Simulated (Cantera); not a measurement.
Charge: 1 mol SrCl₂, 3.4 mol HCl, 0.35 mol N₂, at 873 K and 4.80 Pa.

Cantera equilibrium calculation (NASA polynomials, part measured and part estimated; ideal gas, pure solids and liquids). Candidate condensed phases: NH₄Cl, Sr, SrCl₂; 15 gas species. Kinetics and transport are ignored.

Base state: HCl 0.907, N₂ 0.0933 (mole fractions); condensed: SrCl₂(s).

Task: What changes in the equilibrium state with this change: temperature from 873 K to 1723 K?

Result: 
```tsv
species	before	after
HCl	0.907	0.619
SrCl₂	1.15e-7	0.203
N₂	0.0933	0.0709
Cl	3.95e-6	0.0700
H₂	2.36e-6	0.0326
H	<1e-9	0.00475
SrCl	<1e-9	8.13e-5
SrCl₂(s), mol	1.00	0
```

Task: What changes in the equilibrium state with this change: temperature from 873 K to 1225 K?

Result: 
```csv
species,before,after
HCl,0.907,0.862
N₂,0.0933,0.0889
SrCl₂,1.15e-7,0.0472
Cl,3.95e-6,0.00131
H₂,2.36e-6,0.000654
"SrCl₂(s), mol",1.00,0
"SrCl₂(l), mol",0,0.814
```

Task: What changes in the equilibrium state with this change: temperature from 873 K to 1798 K?

Result: 
```tsv
species	before	after
HCl	0.907	0.571
SrCl₂	1.15e-7	0.198
Cl	3.95e-6	0.103
H	<1e-9	0.0109
H₂	2.36e-6	0.0462
N₂	0.0933	0.0695
SrCl	<1e-9	0.000214
SrCl₂(s), mol	1.00	0
```
